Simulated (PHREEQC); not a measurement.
Solution (25 °C): 0.019 mol/kgw HF, 5.8e-05 mol/kgw FeCl3 and 3.1e-05 mol/kgw MnSO4. Closed to the air; pH follows from the charge balance.

Computed with PHREEQC (ion-association model, phreeqc.dat).

This is a speciation only: nothing precipitates in the calculation.

Problem. Order these S species by the share of S that they hold, largest first: HSO4-, SO4-2, MnSO4.

Solution. SO4-2 (79 %), HSO4- (21 %), MnSO4 (0.25 %)

The pH is 2.47 and the ionic strength 0.00370 mol/kgw. Species that the database lacks are ignored. Fluoro complexes past AlF4- and FeF3 are missing from the database.
